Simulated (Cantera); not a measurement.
## Adiabatic ignition

An adiabatic, constant-volume homogeneous reactor starts with 11.2 % CO, 5.84 % H₂, 17.4 % O₂, 65.5 % N₂, equivalence ratio 0.49, at 1750 K and 1280 Torr.

Cantera simulation using GRI-Mech 3.0 (53 species, 325 reactions); the numbers are that mechanism's predictions, not measurements.

| t (s) | T (K) | P (bar) | x CO | x H₂ | x O₂ | x NO | x CO₂ |
|---|---|---|---|---|---|---|---|
| 2.00e-6 | 1750 | 1.70 | 0.112 | 0.0584 | 0.174 | 3.84e-12 | 5.87e-6 |
| 4.78e-6 | 1753 | 1.70 | 0.112 | 0.0503 | 0.169 | 6.26e-9 | 0.000772 |
| 1.14e-5 | 1942 | 1.87 | 0.0804 | 0.00496 | 0.117 | 1.15e-5 | 0.0330 |
| 2.74e-5 | 2292 | 2.16 | 0.0505 | 0.00510 | 0.103 | 8.77e-5 | 0.0652 |
| 6.54e-5 | 2625 | 2.43 | 0.0387 | 0.00334 | 0.102 | 0.000550 | 0.0795 |
| 0.000156 | 2796 | 2.55 | 0.0293 | 0.00234 | 0.0997 | 0.00269 | 0.0902 |
| 0.000374 | 2801 | 2.56 | 0.0283 | 0.00226 | 0.0972 | 0.00765 | 0.0913 |
| 0.000894 | 2792 | 2.55 | 0.0278 | 0.00224 | 0.0937 | 0.0152 | 0.0919 |
| 0.00214 | 2785 | 2.54 | 0.0275 | 0.00221 | 0.0910 | 0.0209 | 0.0923 |
| 0.00511 | 2783 | 2.54 | 0.0274 | 0.00221 | 0.0904 | 0.0221 | 0.0924 |
| 0.0122 | 2783 | 2.54 | 0.0274 | 0.00221 | 0.0904 | 0.0221 | 0.0924 |
| 0.0292 | 2783 | 2.54 | 0.0274 | 0.00221 | 0.0904 | 0.0221 | 0.0924 |
| 0.0699 | 2783 | 2.54 | 0.0274 | 0.00221 | 0.0904 | 0.0221 | 0.0924 |
| 0.167 | 2783 | 2.54 | 0.0274 | 0.00221 | 0.0904 | 0.0221 | 0.0924 |
| 0.400 | 2783 | 2.54 | 0.0274 | 0.00221 | 0.0904 | 0.0221 | 0.0924 |
x: mole fraction; the columns are a selection and need not sum to one.

```
Property                                                            Result
---------------------------------  ---------------------------------------
time of steepest temperature rise                                  7.10 µs
temperature at 0.400 s                                              2783 K
equilibrium temperature                                             2783 K
x(CO) at 0.400 s                     0.0274 (gas-phase equilibrium 0.0274)
x(H₂) at 0.400 s                   0.00221 (gas-phase equilibrium 0.00221)
x(O₂) at 0.400 s                     0.0904 (gas-phase equilibrium 0.0904)
```
